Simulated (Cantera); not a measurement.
A closed system holds: 1 mol SrCl2, 0.068 mol HCl, 24 mol N2, equilibrated at 133 Pa.

Method: chemical equilibrium by Gibbs-energy minimisation in Cantera with the NASA 1993 tables (ideal gas, pure condensed phases). Candidate condensed phases: NH4Cl, Sr, SrCl2; 15 gas species. Equilibrium is a limit: real reactors are often held back by kinetics, nucleation or transport. All values below are at 1877 °C.

Base state: N2 0.951, SrCl2 0.0351, Cl 0.00722, SrCl 0.00351, H 0.00138, HCl 0.00102, Sr 0.00102, H2 0.000143 (mole fractions); condensed: gas only.

Q: What changes in the equilibrium state with this change: N2 from 24 to 0.14 mol?

A: 
```csv
species,before,after
SrCl2,0.0351,0.786
N2,0.951,0.112
Cl,0.00722,0.0374
HCl,0.00102,0.0339
SrCl,0.00351,0.0152
H2,0.000143,0.00587
H,0.00138,0.00885
```
